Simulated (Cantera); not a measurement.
## Stirred combustor or abatement burner

A perfectly stirred reactor is fed with 29.0 % CO, 4.06 % H₂, 2.55 % CH₄, 12.7 % O₂, 47.9 % N₂, 3.77 % H₂O, at 5.90 bar; it is adiabatic with a 700 K inlet, and is followed from long to short residence time, starting on the burning branch (τ in s: 0.19, 0.075, 0.03, 0.012, 0.0049, 0.002, 0.00079, 0.00032, 0.00013, 5.1e-05).

Computed with Cantera and GRI-Mech 3.0 (53 species, 325 reactions).

| τ (s) | T (K) | x CO | x H₂ | x CH₄ | x NO | x OH | x CO₂ |
|---|---|---|---|---|---|---|---|
| 0.19 | 2387 | 0.172 | 0.0206 | 4.55e-7 | 0.000269 | 0.000969 | 0.169 |
| 0.075 | 2386 | 0.172 | 0.0206 | 1.04e-6 | 0.000271 | 0.00103 | 0.169 |
| 0.030 | 2384 | 0.173 | 0.0206 | 2.15e-6 | 0.000277 | 0.00115 | 0.169 |
| 0.012 | 2380 | 0.173 | 0.0206 | 3.87e-6 | 0.000285 | 0.00139 | 0.168 |
| 0.0049 | 2372 | 0.173 | 0.0206 | 6.16e-6 | 0.000292 | 0.00181 | 0.168 |
| 0.0020 | 2359 | 0.173 | 0.0207 | 9.35e-6 | 0.000290 | 0.00245 | 0.167 |
| 0.00079 | 2336 | 0.174 | 0.0208 | 1.46e-5 | 0.000267 | 0.00339 | 0.166 |
| 0.00032 | 2299 | 0.176 | 0.0211 | 2.35e-5 | 0.000222 | 0.00455 | 0.163 |
| 0.00013 | 2244 | 0.178 | 0.0215 | 4.05e-5 | 0.000166 | 0.00584 | 0.159 |
| 5.1e-5 | 2161 | 0.183 | 0.0220 | 7.87e-5 | 0.000112 | 0.00704 | 0.152 |
x: mole fraction; the columns are a selection and need not sum to one.
